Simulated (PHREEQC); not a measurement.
Make-up at 25 °C: 0.093 mol NaHSO4 and 0.00016 mol KOH per kg of water. Closed to the air; pH follows from the charge balance.

Computed with PHREEQC (ion-association model, phreeqc.dat).

No solid was allowed to form.

Task: Order these S species by the share of S that they hold, largest first: NaSO4-, SO4-2, HSO4-.

Result: HSO4- (55 %), SO4-2 (40 %), NaSO4- (5.5 %)

The pH is 1.47 and the ionic strength 0.167 mol/kgw.
